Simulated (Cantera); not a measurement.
An isothermal, constant-pressure homogeneous reactor starts with H2 : O2 = 0.028 : 1 (molar parts), equivalence ratio 0.014, at 1473 K and 0.00130 bar. Integrator tolerance rtol = 1e-08.

Model: GRI-Mech 3.0 (53 species, 325 reactions), integrated in Cantera. Radical loss at walls, strong at low pressure, is not modelled.

```tsv
quantity	before	after
x(H2) at 20.0 s	0.000125 (gas-phase equilibrium 1.02e-6)	6.46e-5 (gas-phase equilibrium 6.18e-7)
x(O2) at 20.0 s	0.961 (gas-phase equilibrium 0.972)	0.973 (gas-phase equilibrium 0.983)
x(H2O) at 20.0 s	0.0257 (gas-phase equilibrium 0.0275)	0.0156 (gas-phase equilibrium 0.0168)
x(OH) at 20.0 s	0.00275 (gas-phase equilibrium 0.000250)	0.00199 (gas-phase equilibrium 0.000196)
x(H2O2) at 20.0 s	1.59e-9 (gas-phase equilibrium 1.73e-10)	1.04e-9 (gas-phase equilibrium 1.06e-10)
x(O) at 20.0 s	0.00992 (gas-phase equilibrium 7.68e-5)	0.00861 (gas-phase equilibrium 7.72e-5)
x(H) at 20.0 s	0.000512 (gas-phase equilibrium 3.57e-7)	0.000318 (gas-phase equilibrium 2.78e-7)
```

Problem. Name the change that produced these shifts.
A) H2 0.028 to 0.017 parts
B) pressure from 0.00130 bar to 0.00580 bar
C) pressure from 0.00130 bar to 0.0340 bar
D) H2 0.028 to 0.0039 parts

Solution. A, H2 0.028 to 0.017 parts
